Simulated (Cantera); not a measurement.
Charge: 1 mol CH4, 4.6 mol H2O, 0.033 mol CO2, held at 4.10 bar.

Equilibrium computed with Cantera from the NASA thermochemical tables; the gas is ideal and each condensed phase is pure. Candidate condensed phases: C, C6H6, C7H8, C8H18, H2O; 110 gas species. Rates play no part.

x: gas mole fraction; nothing condenses.

```csv
T (°C),x H2O,x H2,x CO,x CO2,x H,x OH
1002,0.426,0.439,0.0854,0.0499,2.41e-7,2.73e-9
1102,0.432,0.433,0.0913,(withheld),(withheld),(withheld)
1202,0.437,0.428,0.0959,0.0394,4.19e-6,1.12e-7
1302,0.440,0.424,0.0997,(withheld),(withheld),(withheld)
1402,0.443,0.421,0.103,0.0326,3.72e-5,1.89e-6
1502,0.446,0.419,0.105,0.0301,9.25e-5,6.13e-6
1602,0.448,0.417,0.107,0.0280,0.000209,1.75e-5
1702,0.449,0.415,0.109,0.0263,0.000435,4.49e-5
1802,0.451,0.413,0.110,0.0248,0.000845,0.000105
1902,0.452,0.411,0.112,0.0236,0.00155,0.000228
2002,0.452,0.409,0.113,0.0225,0.00268,0.000461
2102,0.452,0.407,0.113,0.0216,0.00445,0.000879
2202,0.452,0.405,0.114,0.0207,0.00707,0.00159
2302,0.450,0.402,0.114,0.0200,0.0108,0.00273
```

Q: Complete the blanks.

A: 
- 1102, x CO2: 0.0441
- 1102, x H: 1.11e-6
- 1102, x OH: 2.00e-8
- 1302, x CO2: 0.0357
- 1302, x H: 1.34e-5
- 1302, x OH: 5.04e-7
